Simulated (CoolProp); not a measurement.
Properties of oxygen at several states.

Computed with CoolProp (reference Helmholtz-energy equation of state, Schmidt 1985). Above 300 K oxygen's equation is extrapolated.

```tsv
T (°C)	p (MPa)	phase	density (kg/m³)	cp (kJ/(kg K))	cv (kJ/(kg K))	isothermal compressibility (1/MPa)	expansivity (1/kK)
207.05	0.11	gas	0.8815	0.9659	0.7056	9.089	2.084
412.95	1.02	gas	5.706	1.029	0.7678	0.9777	1.459
-93.65	2.02	gas	47.55	1.059	0.6781	0.5461	7.423
347.25	0.0751	gas	0.4658	1.009	0.7492	13.31	1.612
636.05	1.63	gas	6.870	1.077	0.8159	0.6108	1.098
665.65	0.721	gas	2.950	1.081	0.8207	1.384	1.064
```
